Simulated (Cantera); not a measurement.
A Cantera script and what it prints.

```python
import numpy as np
import cantera as ct

gas_names = """
    AL ALI ALI3 AL2 AL2I6 I I2
""".split()
cond_names = """
    AL(cr) AL(L) ALI3(s) ALI3(L) I2(cr) I2(L)
""".split()


def load(file, names, dense=False):
    # The tables refer to 1 bar. Condensed volumes are neglected.
    table = {s.name: s for s in ct.Species.list_from_file(file)}
    out = []
    for n in names:
        d = dict(table[n].input_data)
        d["thermo"] = dict(d["thermo"], **{"reference-pressure": 1e5})
        if dense:
            d["equation-of-state"] = {"model": "constant-volume", "density": "1e6 g/cm^3"}
        out.append(ct.Species.from_dict(d))
    return out


gas = ct.Solution(thermo="ideal-gas", species=load("nasa_gas.yaml", gas_names))
cond = {s.name: ct.Solution(thermo="fixed-stoichiometry", species=[s], name=s.name)
        for s in load("nasa_condensed.yaml", cond_names, dense=True)}
atoms = {
    'Al': {'AL': 1},
    'I2': {'I': 2},
}
top_T = {}  # K; cautious upper limits of use, not melting points


def equilibrate(T, P, feed):
    n = {}
    for name, mol in feed.items():
        for a, k in atoms[name].items():
            n[a] = n.get(a, 0.0) + k * mol
    gas.TPX = T, P, n
    mass = sum(n.values()) * gas.mean_molecular_weight
    gas.equilibrate("TP")
    valid = [c for c in cond.values() if c.min_temp <= T <= top_T.get(c.name, c.max_temp)]
    mix = ct.Mixture([(gas, mass / gas.mean_molecular_weight)] + [(c, 0.0) for c in valid])
    mix.T, mix.P = T, P
    mix.equilibrate("TP", solver="vcs", rtol=1e-11, max_steps=5000)
    return mix


results = []
feed = {'Al': 1, 'I2': 2.3}  # mol
T = 1225  # K
P = 110  # Pa
mix = equilibrate(T, P, feed)
results.append((T, P, feed, dict(zip(mix.species_names, mix.species_moles))))
x = sorted(zip(gas.X, gas.species_names), reverse=True)
print(f"T = {T:g} K  P = {P:g} Pa  gas = {mix.phase_moles(0):.4g} mol")
print("   x: " + "  ".join(f"{s} {v:.3e}" for v, s in x if v > 1e-05))
print("   condensed (mol): " + ("  ".join(f"{mix.phase(i).name} {mix.phase_moles(i):.4g}"
      for i in range(1, mix.n_phases) if mix.phase_moles(i) > 1e-12) or "none"))
```

Output:

```
T = 1225 K  P = 110 Pa  gas = 2.632 mol
   x: I 6.156e-01  ALI3 3.715e-01  ALI 8.377e-03  I2 4.484e-03
   condensed (mol): none
```

Method: chemical equilibrium by Gibbs-energy minimisation in Cantera with the NASA 1993 tables (ideal gas, pure condensed phases).
